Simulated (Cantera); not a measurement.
Charge: 1 mol Pb, 2.6 mol CO, equilibrated at 100000 Pa.

Method: chemical equilibrium by Gibbs-energy minimisation in Cantera with the NASA 1993 tables (ideal gas, pure condensed phases). Candidate condensed phases: C, Pb, PbO, PbO2, Pb3O4; 15 gas species. Equilibrium is a limit: real reactors are often held back by kinetics, nucleation or transport.

**Question.** What share of the Pb ends up in condensed phases as a function of T (°C), at 775, 875, 975, 1075, 1175, 1275, 1375, 1475, 1575, 1675?

**Answer.** 
| T (°C) | Pb condensed (%) | as |
|---|---|---|
| 775 | 100.0 | Pb(l) |
| 875 | 99.9 | Pb(l) |
| 975 | 99.7 | Pb(l) |
| 1075 | 98.8 | Pb(l) |
| 1175 | 96.2 | Pb(l) |
| 1275 | 89.6 | Pb(l) |
| 1375 | 74.3 | Pb(l) |
| 1475 | 38.9 | Pb(l) |
| 1575 | 0.0 | - |
| 1675 | 0.0 | - |
